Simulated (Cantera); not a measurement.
A closed system holds: 1 mol CaCO₃, 1.8 mol O₂, 1.6 mol H₂O, at 0.180 bar.

Cantera equilibrium calculation (NASA polynomials, part measured and part estimated; ideal gas, pure solids and liquids). Candidate condensed phases: C, C₆H₆, C₇H₈, C₈H₁₈, Ca, CaCO₃, CaO, Ca(OH)₂, H₂O; 115 gas species. Kinetics and transport are ignored.

x: gas mole fraction; n: condensed amount in mol.

```json
[
 {"T (K)": "648", "x O₂": "0.529", "x H₂O": "0.471", "x CO₂": "1.01e-5", "x OH": "1.21e-11", "x O": "<1e-12", "x CO": "<1e-12", "x H₂": "<1e-12", "n CaCO₃(calcite)": "1.000", "n CaO(s)": "0"},
 {"T (K)": "698", "x O₂": "0.529", "x H₂O": "0.471", "x CO₂": "3.81e-5", "x OH": "1.04e-10", "x O": "<1e-12", "x CO": "<1e-12", "x H₂": "<1e-12", "n CaCO₃(calcite)": "1.000", "n CaO(s)": "0.000129"},
 {"T (K)": "748", "x O₂": "0.529", "x H₂O": "0.470", "x CO₂": "___", "x OH": "___", "x O": "<1e-12", "x CO": "<1e-12", "x H₂": "<1e-12", "n CaCO₃(calcite)": "0.999", "n CaO(s)": "___"},
 {"T (K)": "798", "x O₂": "0.529", "x H₂O": "0.470", "x CO₂": "0.00162", "x OH": "3.44e-9", "x O": "<1e-12", "x CO": "<1e-12", "x H₂": "<1e-12", "n CaCO₃(calcite)": "0.994", "n CaO(s)": "0.00551"},
 {"T (K)": "848", "x O₂": "0.525", "x H₂O": "0.467", "x CO₂": "0.00752", "x OH": "1.45e-8", "x O": "1.16e-12", "x CO": "<1e-12", "x H₂": "<1e-12", "n CaCO₃(calcite)": "0.974", "n CaO(s)": "0.0258"},
 {"T (K)": "898", "x O₂": "0.514", "x H₂O": "0.457", "x CO₂": "0.0293", "x OH": "5.13e-8", "x O": "8.44e-12", "x CO": "<1e-12", "x H₂": "4.46e-12", "n CaCO₃(calcite)": "0.897", "n CaO(s)": "0.103"},
 {"T (K)": "948", "x O₂": "0.477", "x H₂O": "0.424", "x CO₂": "___", "x OH": "___", "x O": "___", "x CO": "___", "x H₂": "___", "n CaCO₃(calcite)": "___", "n CaO(s)": "___"},
 {"T (K)": "998", "x O₂": "0.409", "x H₂O": "0.364", "x CO₂": "0.227", "x OH": "3.82e-7", "x O": "2.23e-10", "x CO": "4.76e-11", "x H₂": "1.10e-10", "n CaCO₃(calcite)": "0", "n CaO(s)": "1.00"},
 {"T (K)": "1048", "x O₂": "0.409", "x H₂O": "0.364", "x CO₂": "0.227", "x OH": "9.73e-7", "x O": "9.54e-10", "x CO": "2.42e-10", "x H₂": "4.59e-10", "n CaCO₃(calcite)": "0", "n CaO(s)": "1.00"},
 {"T (K)": "1098", "x O₂": "0.409", "x H₂O": "0.364", "x CO₂": "0.227", "x OH": "2.28e-6", "x O": "3.58e-9", "x CO": "1.06e-9", "x H₂": "1.68e-9", "n CaCO₃(calcite)": "0", "n CaO(s)": "1.00"},
 {"T (K)": "1148", "x O₂": "0.409", "x H₂O": "0.364", "x CO₂": "0.227", "x OH": "4.95e-6", "x O": "1.20e-8", "x CO": "4.06e-9", "x H₂": "5.50e-9", "n CaCO₃(calcite)": "0", "n CaO(s)": "1.00"},
 {"T (K)": "1198", "x O₂": "0.409", "x H₂O": "0.364", "x CO₂": "0.227", "x OH": "1.01e-5", "x O": "3.62e-8", "x CO": "1.39e-8", "x H₂": "1.63e-8", "n CaCO₃(calcite)": "0", "n CaO(s)": "1.00"},
 {"T (K)": "1248", "x O₂": "0.409", "x H₂O": "0.364", "x CO₂": "0.227", "x OH": "1.94e-5", "x O": "1.00e-7", "x CO": "4.33e-8", "x H₂": "4.45e-8", "n CaCO₃(calcite)": "0", "n CaO(s)": "1.00"},
 {"T (K)": "1298", "x O₂": "0.409", "x H₂O": "0.364", "x CO₂": "0.227", "x OH": "3.55e-5", "x O": "2.57e-7", "x CO": "1.23e-7", "x H₂": "1.12e-7", "n CaCO₃(calcite)": "0", "n CaO(s)": "1.00"}
]
```

Task: Fill in the missing entries.

Result: 
- 748, x CO₂: 0.000282
- 748, x OH: 6.73e-10
- 748, n CaO(s): 0.000959
- 948, x CO₂: 0.0987
- 948, x OH: 1.53e-7
- 948, x O: 4.84e-11
- 948, x CO: 3.18e-12
- 948, x H₂: 2.47e-11
- 948, n CaCO₃(calcite): 0.628
- 948, n CaO(s): 0.372
